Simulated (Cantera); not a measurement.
A closed system holds: 1 mol SiH₂Cl₂, 0.19 mol HCl, 17 mol N₂, at 5.63 Torr.

Equilibrium computed with Cantera from the NASA thermochemical tables; the gas is ideal and each condensed phase is pure. Candidate condensed phases: NH₄Cl, Si, Si₃N₄; 28 gas species. N₂ is the only nitrogen source here; it is nearly inert below about 1500 K, so the nitride shown seldom forms there in practice. The tables' values for SiCl₃ are old estimates; treat these amounts as uncertain. Equilibrium is a limit: real reactors are often held back by kinetics, nucleation or transport. All values below are at 1098 K.

Base state: N₂ 0.890, HCl 0.0850, H₂ 0.0168, SiCl₄ 0.00828, SiCl₃ 0.000116, SiHCl₃ 2.38e-5, SiCl₂ 2.29e-5 (mole fractions); condensed: Si₃N₄(s).

### Question
What changes in the equilibrium state with this change: HCl from 0.19 to 4.2 mol?

### Answer
```tsv
species	before	after
N₂	0.890	0.747
HCl	0.0850	0.181
H₂	0.0168	0.0479
SiCl₄	0.00828	0.0237
SiHCl₃	2.38e-5	9.11e-5
SiCl₃	0.000116	0.000263
SiCl₂	2.29e-5	4.10e-5
Si₃N₄(s), mol	0.281	0.154
```
